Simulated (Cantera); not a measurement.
A closed system holds: 1 mol Fe3O4, 0.89 mol CO, 1.6 mol H2, equilibrated at 2600 K and 7.50 Torr.

Cantera equilibrium calculation (NASA polynomials, part measured and part estimated; ideal gas, pure solids and liquids). The numbers say what is thermodynamically allowed, not how fast it happens.

```csv
species,before,after
H2O,0.121,0.268
Fe,0.349,0.254
CO,0.0820,0.126
O2,0.0980,0.0368
O,0.0729,0.0216
CO2,0.0419,0.0857
H2,0.0367,0.0649
H,0.0735,0.0512
FeO,0.0687,0.0502
OH,0.0562,0.0413
Fe(OH)2,0.000141,0.000533
"FeO(l), mol",0,1.72
```
Gas species are given as mole fractions.

Question: What was changed between the two runs?
(A) temperature from 2600 K to 2450 K
(B) temperature from 2600 K to 2198.15 K
(C) H2 from 1.6 to 3.5 mol
(D) CO from 0.89 to 3 mol

Answer: A, temperature from 2600 K to 2450 K. The tables' stoichiometric FeO is somewhat more stable than real wüstite, so its field is too wide. FeO: taken at fixed stoichiometry
